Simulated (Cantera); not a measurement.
# Equilibrium for tantalum, niobium, vanadium and zirconium in process gases: Ta + N₂O

Charge: 1 mol Ta, 3.3 mol N₂O, equilibrated at 0.00133 bar.

Cantera equilibrium calculation (NASA polynomials, part measured and part estimated; ideal gas, pure solids and liquids). Candidate condensed phases: Ta, Ta₂O₅; 12 gas species. Kinetics and transport are ignored.

```csv
T (K),log p N₂,log p O,log p TaO₂,log p O₂,log p NO,n Ta₂O₅(s),n Ta₂O₅(l)
750,-2.92,<-14,<-14,-3.84,-9.09,0.500,0
950,-2.92,-12.42,<-14,-3.84,-7.75,0.500,0
1150,-2.92,-10.00,<-14,-3.84,-6.87,0.500,0
1350,-2.92,-8.30,<-14,-3.84,-6.26,0.500,0
1550,-2.93,-7.03,-14.10,-3.84,-5.80,0.500,0
1750,-2.93,-6.05,-11.07,-3.85,-5.45,0.500,0
1950,-2.93,-5.28,-8.67,-3.86,-5.18,0.500,0
2150,-2.93,-4.66,-6.80,-3.90,-4.97,0,0.500
2350,-2.94,-4.18,-5.32,-4.00,-4.84,0,0.493
2550,-2.99,-3.83,-4.06,-4.19,-4.80,0,0.359
2750,-3.10,-3.61,-3.62,-4.51,-4.88,0,0
```
log p: log10 of the partial pressure in bar; n: condensed amount in mol.

From 750 K to 1950 K the condensed part is Ta₂O₅(s). From 2150 K to 2550 K the condensed part is Ta₂O₅(l). At 2750 K nothing is condensed.
